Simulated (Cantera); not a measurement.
## Adiabatic ignition

An adiabatic, constant-pressure homogeneous reactor starts with 12.3 % CH4, 18.5 % O2, 69.3 % N2, equivalence ratio 1.3, at 1725 K and 1.00 bar.

Cantera simulation using GRI-Mech 3.0 (53 species, 325 reactions); the numbers are that mechanism's predictions, not measurements.

```
t (s)     T (K)   x CH4     x O2     x CH3      x NO     x OH    x CH2O
--------  -----  ------  -------  --------  --------  -------  --------
6.00e-6    1725   0.122    0.185   3.65e-5    <1e-12  3.78e-7   1.55e-6
1.90e-5    1725   0.122    0.185  0.000138  1.15e-12  9.20e-7   1.98e-5
6.00e-5    1725   0.121    0.184  0.000636  1.09e-11  4.02e-6  0.000294
0.000190   2192  0.0274   0.0961    0.0106   4.83e-7  0.00169   0.00197
0.000600   2838  <1e-12  0.00622    <1e-12   0.00205   0.0190   1.56e-9
0.00190    2835  <1e-12  0.00560    <1e-12   0.00502   0.0182   1.62e-9
0.00600    2833  <1e-12  0.00550    <1e-12   0.00559   0.0181   1.62e-9
0.0190     2833  <1e-12  0.00550    <1e-12   0.00559   0.0181   1.62e-9
0.0600     2833  <1e-12  0.00550    <1e-12   0.00559   0.0181   1.62e-9
0.190      2833  <1e-12  0.00550    <1e-12   0.00559   0.0181   1.62e-9
0.600      2833  <1e-12  0.00550    <1e-12   0.00559   0.0181   1.62e-9
```
x: mole fraction; the columns are a selection and need not sum to one.

```
Item                                                                Result
---------------------------------  ---------------------------------------
time of steepest temperature rise                                 0.193 ms
temperature at 0.600 s                                              2833 K
equilibrium temperature                                             2833 K
x(CH4) at 0.600 s                    <1e-12 (gas-phase equilibrium <1e-12)
x(O2) at 0.600 s                   0.00550 (gas-phase equilibrium 0.00550)
x(CH3) at 0.600 s                    <1e-12 (gas-phase equilibrium <1e-12)
```
